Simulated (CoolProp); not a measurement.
A single-stage vapour-compression cycle with the fluid: evaporating at 310.15 K (dew point), condensing at 375.15 K (bubble point), superheat 8 K, subcooling 8 K, compressor efficiency 0.9, no pressure losses. The same conditions are run with several fluids, on thermodynamics alone (safety and materials aside).

Values from CoolProp's reference Helmholtz-energy equation of state of each fluid (ammonia: Gao 2020; R113: Marx 1992; R21: Platzer 1990; c-C4F8 (RC318): Platzer 1990; isobutane: Bücker 2006; cyclohexane: Zhou 2014). The equations of Platzer and Polt are older, rougher fits.

```csv
fluid,cooling COP,pressure ratio,discharge temperature (K),refrigerating effect (kJ/kg),volumetric capacity (kJ/m³)
ammonia,3.13,4.55,457.1,835,8830
R113,3.37,6.50,375.2,98.2,504
R21,3.49,5.14,407.5,165,1840
c-C4F8 (RC318),1.99,4.74,375.1,34.6,1340
isobutane,2.81,4.20,375.8,173,2100
cyclohexane,3.57,8.44,375.1,279,196
```

The compression ends wet for: R113; c-C4F8 (RC318); cyclohexane.
